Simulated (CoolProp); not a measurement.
Vapour-liquid equilibrium of R134a (1) + R152A (2) at 1180 kPa; x and y are mole fractions of (1).

Model: multi-fluid Helmholtz-energy mixture model, Tillner-Roth 1994 and Outcalt 1996; pair parameters Lemmon 2004, in CoolProp.

Give the bubble temperature and the first vapour's composition at x = 0.725, 0.8, 0.875. Is there an azeotrope?

x = 0.725: 47.3 °C, y = 0.745; x = 0.8: 46.9 °C, y = 0.817; x = 0.875: 46.5 °C, y = 0.887. No azeotrope shows between x = 0.05 and 0.95.

Pair parameters are fitted to limited data, so mixtures are less certain than the pure fluids.
